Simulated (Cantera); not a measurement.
An isothermal plug-flow reactor at 700 K and 750 Torr (inlet), inlet velocity 0.51 m/s, active area per volume 230 1/m; feed CO : O₂ : N₂ : H₂O = 0.011 : 0.028 : 0.79 : 0.012 (molar parts).

Computed with Cantera and Deutschmann's 1995 Pt surface mechanism with GRI-Mech 3.0 gas chemistry. Catalytic surfaces can have several steady states; this one follows from the mechanism file's or the stated starting coverage. Mass transfer to the wall is taken as infinitely fast.

Problem. What does this change do: temperature 700 to 1000 K?

Solution. 
```tsv
quantity	before	after
x(CO) at z = 0.015 m	0.00116	<1e-12
x(O₂) at z = 0.015 m	0.0275	0.0269
x(H₂O) at z = 0.015 m	0.0144	0.0144
x(CO₂) at z = 0.015 m	0.0120	0.0132
θ(free Pt) at the exit	0.0246	0.267
θ(O*) at the exit	0.971	0.730
θ(OH*) at the exit	0.00361	0.00239
```

Problem. What does this change do: pressure from 750 Torr to 975 Torr?

Solution. 
| quantity | before | after |
|---|---|---|
| x(CO) at z = 0.015 m | 0.00116 | 0.00464 |
| x(O₂) at z = 0.015 m | 0.0275 | 0.0292 |
| x(H₂O) at z = 0.015 m | 0.0144 | 0.0143 |
| x(CO₂) at z = 0.015 m | 0.0120 | 0.00849 |
| θ(free Pt) at the exit | 0.0246 | 0.0713 |
| θ(O*) at the exit | 0.971 | 0.0163 |
